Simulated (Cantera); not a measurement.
A closed system holds: 1 mol borazine, 0.88 mol O₂, at 6500 Pa.

These are equilibrium values from Cantera (NASA tables, ideal gas, pure condensed phases), not measurements of a reactor. Candidate condensed phases: B, BN, B₂O₃, B₃O₃H₃, H₂O; 39 gas species. The feed counts by its element totals alone. Mutual solubility and eutectic melting of coexisting phases are not modelled. Gases not in the tables: H₃BO₃. Kinetics and transport are ignored.

Question: Which condensed phases are stable at each of these points (T (K)): 1150, 1250, 1350, 1450, 1550, 1650, 1750, 1850, 1950, 2050, 2150, 2250, 2350?

Answer: 
```csv
T (K),condensed phases,B condensed (%)
1150,BN(s) + B₂O₃(l),100.0
1250,BN(s) + B₂O₃(l),100.0
1350,BN(s) + B₂O₃(l),99.9
1450,BN(s) + B₂O₃(l),99.6
1550,BN(s) + B₂O₃(l),98.8
1650,BN(s) + B₂O₃(l),96.1
1750,BN(s) + B₂O₃(l),85.9
1850,BN(s),56.5
1950,BN(s),51.8
2050,BN(s),47.0
2150,BN(s),43.7
2250,BN(s),42.0
2350,BN(s),40.9
```

From 1150 K to 1750 K the condensed part is BN(s) + B₂O₃(l). From 1850 K to 2350 K the condensed part is BN(s).
